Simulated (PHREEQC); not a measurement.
A solution holds 1.1 mmol/kgw Pb(NO3)2, 0.086 mmol/kgw ZnCl2 and 5.6 mmol/kgw Na2SO4, at 20 °C. Closed to the air; pH follows from the charge balance.

Model: ion-association model, phreeqc.dat, run in PHREEQC.

```json
{
 "pH": "5.64",
 "ionic_strength": "0.0178 mol/kgw",
 "specific_conductance": "1230 µS/cm"
}
```

```csv
species,molality,activity,log γ
Na+,0.0110,0.00971,-0.056
SO4-2,0.00486,0.00292,-0.222
NO3-,0.00219,0.00191,-0.060
Pb+2,0.000544,0.000322,-0.227
PbSO4,0.000527,0.000529,0.002
Cl-,0.000170,0.000149,-0.058
NaSO4-,0.000156,0.000138,-0.055
Zn+2,6.10e-5,3.66e-5,-0.221
ZnSO4,2.40e-5,2.41e-5,0.002
Pb(SO4)2-2,1.37e-5,8.10e-6,-0.227
PbNO3+,1.04e-5,9.11e-6,-0.057
```

No solid was allowed to form. The solution is supersaturated, for example in Anglesite, so a real one may precipitate; this is no full list.
